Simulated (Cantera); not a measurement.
A perfectly stirred reactor is fed with H₂ : O₂ = 0.016 : 1 (molar parts), equivalence ratio 0.0080, at 0.00928 atm; it is held at 975 K, and followed from long to short residence time.

Cantera simulation using the H2/O2 subset of GRI-Mech 3.0, which has no nitrogen chemistry; the numbers are that mechanism's predictions, not measurements. Radical loss at walls, strong at low pressure, is not modelled.

**Question.** What does this change do: 0.022 parts H2O added?

**Answer.** 
```csv
quantity,before,after
x(H₂) at τ = 1.00 s,0.000275,0.000295
x(O₂) at τ = 1.00 s,0.983,0.962
x(OH) at τ = 1.00 s,0.000246,0.000269
x(O) at τ = 1.00 s,0.00134,0.000989
x(H₂O) at τ = 1.00 s,0.0154,0.0364
x(H₂) at τ = 45.0 ms,0.00169,0.00178
x(O₂) at τ = 45.0 ms,0.978,0.958
x(OH) at τ = 45.0 ms,0.000797,0.000810
x(O) at τ = 45.0 ms,0.00472,0.00400
x(H₂O) at τ = 45.0 ms,0.0131,0.0340
```

**Question.** What does this change do: pressure from 0.00928 atm to 0.0263 atm?

**Answer.** 
```
quantity                 before     after
---------------------  --------  --------
x(H₂) at τ = 1.00 s    0.000275  0.000236
x(O₂) at τ = 1.00 s       0.983     0.984
x(OH) at τ = 1.00 s    0.000246  0.000119
x(O) at τ = 1.00 s      0.00134  0.000366
x(H₂O) at τ = 1.00 s     0.0154    0.0156
x(H₂) at τ = 45.0 ms    0.00169   0.00125
x(O₂) at τ = 45.0 ms      0.978     0.982
x(OH) at τ = 45.0 ms   0.000797  0.000442
x(O) at τ = 45.0 ms     0.00472   0.00177
x(H₂O) at τ = 45.0 ms    0.0131    0.0142
```
